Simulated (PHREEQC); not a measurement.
0.019 g of hydrous ferric oxide (600 m²/g; 0.2 weak and 0.005 strong sites per Fe, Dzombak-Morel constants, diffuse double layer) in 1 kg of water with 0.005 mol/kgw of an inert sodium salt and 9.6e-08 mol/kgw MnCl2, 1e-05 mol/kgw Na2SO4 and 6.8e-05 mol/kgw Ag2SO4, at 25 °C; the pH is set by adding NaOH or the inert anion's acid. No oxygen is let in. No CO2 enters from the air. Precipitation was switched off in this run.

Base run: PHREEQC, ion-association model, wateq4f.dat. Each further column changes one thing. The table gives Mn sorbed (%).

| pH | base | no electrostatic term (-no_edl) | background salt from 0.005 to 0.0005 mol/kgw | oxide from 0.019 to 0.095 g/kgw | 8e-06 mol/kgw CuSO4 added |
|---|---|---|---|---|---|
| 4 | 0.0 | 0.0 | 0.0 | 0.0 | 0.0 |
| 4.5 | 0.0 | 0.0 | 0.0 | 0.0 | 0.0 |
| 5.5 | 0.1 | 0.2 | 0.1 | 0.3 | 0.0 |
| 6 | 0.3 | 1.4 | 0.3 | 1.3 | 0.0 |
| 6.5 | 0.7 | 6.7 | 0.9 | 3.6 | 0.1 |
| 7.5 | 9.1 | 24.0 | 10.1 | 33.7 | 3.3 |
| 8 | 40.3 | 46.1 | 44.1 | 77.5 | 18.2 |
| 8.5 | 83.7 | 67.3 | 86.2 | 96.4 | 60.9 |
| 9.5 | 99.4 | 82.3 | 99.6 | 99.9 | 97.5 |
| 10 | 99.7 | 82.2 | 99.8 | 100.0 | 99.1 |

 The database's constant for dissolved Cu(OH)2 is higher than later reviews accept.
